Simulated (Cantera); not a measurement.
A closed system holds: 1 mol Si, a varied amount of HBr, 0.19 mol N2, at 100000 Pa.

Equilibrium computed with Cantera from the NASA thermochemical tables; the gas is ideal and each condensed phase is pure. Candidate condensed phases: Br2, Si, Si3N4; 28 gas species. N2 is the only nitrogen source here; it is nearly inert below about 1500 K, so the nitride shown seldom forms there in practice. Mutual solubility and eutectic melting of coexisting phases are not modelled. The tables' values for SiBr3 are old estimates. Rates play no part.

Stable condensed phases, one row left out:

```
T in K \ n(HBr) in mol
         2.2 2.9 3.6 4.3   5 5.7 6.4 7.1 7.8 8.5 9.2 9.9
   1573    A   A   A   A   A   A   B   B   B   B   B   B
   1423    C   A   A   A   A   A   A   B   B   B   B   B
   1348    C   A   A   A   A   A   A   A   B   B   B   B
   1273    C   A   A   A   A   A   A   A   B   B   B   B
   1198    C   A   A   A   A   A   A   A   B   B   B   B
   1123    C   A   A   A   A   A   A   A   B   B   B   B
   1048    C   A   A   A   A   A   A   A   B   B   B   B
    973    C   A   A   A   A   A   A   A   B   B   B   B
    898    C   A   A   A   A   A   A   B   B   B   B   B
```

A: Si3N4; B: gas only; C: Si + Si3N4.

**Question.** Give the row for 1498 K.

**Answer.** 2.2: Si + Si3N4; 2.9: Si3N4; 3.6: Si3N4; 4.3: Si3N4; 5: Si3N4; 5.7: Si3N4; 6.4: Si3N4; 7.1: gas only; 7.8: gas only; 8.5: gas only; 9.2: gas only; 9.9: gas only.
